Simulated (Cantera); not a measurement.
What does this Cantera script print?

```python
import numpy as np
import cantera as ct

gas_names = """
    CL CL2 H HCL H2 Ti TiCL TiCL2 TiCL3 TiCL4
""".split()
cond_names = """
    Ti(a) Ti(b) Ti(L) TiCL2(s) TiCL3(s) TiCL4(L)
""".split()


# ... load() reads the species with a 1 bar reference pressure and builds the phases ...
atoms = {
    'TiCl4': {'Ti': 1, 'CL': 4},
    'H2': {'H': 2},
}
top_T = {'TiCL2(s)': 1300, 'TiCL3(s)': 1000}  # K; cautious upper limits of use, not melting points


# ... equilibrate(T, P, feed) seeds the gas with the atoms and calls Mixture.equilibrate('TP', solver="vcs", rtol=1e-11, max_steps=5000) ...
results = []
feed = {'TiCl4': 1, 'H2': 270}  # mol
T = 1223  # K
P = 18  # Pa
mix = equilibrate(T, P, feed)
results.append((T, P, feed, dict(zip(mix.species_names, mix.species_moles))))
print(gas.report(threshold=1e-06))
for i in range(1, mix.n_phases):
    print(f"{mix.phase(i).name:16s} {mix.phase_moles(i):12.5e} mol")
```

It prints:

```
       temperature   1223 K
          pressure   18 Pa
           density   4.7837e-06 kg/m^3
  mean mol. weight   2.7024 kg/kmol
   phase of matter   gas

                          1 kg             1 kmol
                     ---------------   ---------------
          enthalpy        9.4497e+06        2.5537e+07  J
   internal energy        5.6869e+06        1.5368e+07  J
           entropy             90925        2.4572e+05  J/K
    Gibbs function       -1.0175e+08       -2.7497e+08  J
 heat capacity c_p             11612             31381  J/K
 heat capacity c_v            8535.5             23066  J/K

                      mass frac. Y      mole frac. X     chem. pot. / RT
                     ---------------   ---------------   ---------------
                 H        8.3251e-06        2.2319e-05            -13.33
               HCL          0.059866         0.0044375            -47.93
                H2           0.73993           0.99186            -26.66
             TiCL2          0.033441         0.0007609           -77.349
             TiCL3           0.16638         0.0029155           -111.95
             TiCL4        0.00037328        5.3185e-06           -146.55
     [   +4 minor]        4.2339e-06        1.8681e-07

Ti(b)             0.00000e+00 mol
TiCL2(s)          0.00000e+00 mol
TiCL4(L)          0.00000e+00 mol
```

Cantera equilibrium calculation (NASA polynomials, part measured and part estimated; ideal gas, pure solids and liquids). The tables' values for TiCl2 are old estimates; treat these amounts as uncertain.
